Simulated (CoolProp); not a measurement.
Vapour-liquid equilibrium of R125 (1) + R115 (2) at -57.55 °C; x and y are mole fractions of (1).

Model: multi-fluid Helmholtz-energy mixture model, Lemmon 2005 and Lemmon 2016; pair parameters Bell 2016, in CoolProp.

| x | bubble pressure, mixture model (bar) | bubble pressure, Raoult's law (bar) | y, mixture model | y, Raoult's law |
|---|---|---|---|---|
| 0.05 | 0.4550 | 0.4220 | 0.137 | 0.074 |
| 0.125 | 0.5072 | 0.4377 | 0.278 | 0.178 |
| 0.2 | 0.5473 | 0.4535 | 0.375 | 0.274 |
| 0.275 | 0.5781 | 0.4693 | 0.448 | 0.364 |
| 0.35 | 0.6019 | 0.4850 | 0.507 | 0.449 |
| 0.425 | 0.6202 | 0.5008 | 0.557 | 0.528 |
| 0.5 | 0.6343 | 0.5165 | 0.602 | 0.602 |
| 0.575 | 0.6446 | 0.5323 | 0.645 | 0.671 |
| 0.65 | 0.6517 | 0.5481 | 0.688 | 0.737 |
| 0.725 | 0.6552 | 0.5638 | 0.735 | 0.799 |
| 0.8 | 0.6547 | 0.5796 | 0.788 | 0.858 |
| 0.875 | 0.6490 | 0.5954 | 0.851 | 0.914 |
| 0.95 | 0.6359 | 0.6111 | 0.931 | 0.966 |

The largest gap from Raoult's law is +24.1 % in bubble pressure, at x = 0.35. y crosses x between x = 0.725 and 0.8: the model has an azeotrope there.

The pair parameters rest on a limited set of measurements; away from them the model extrapolates.
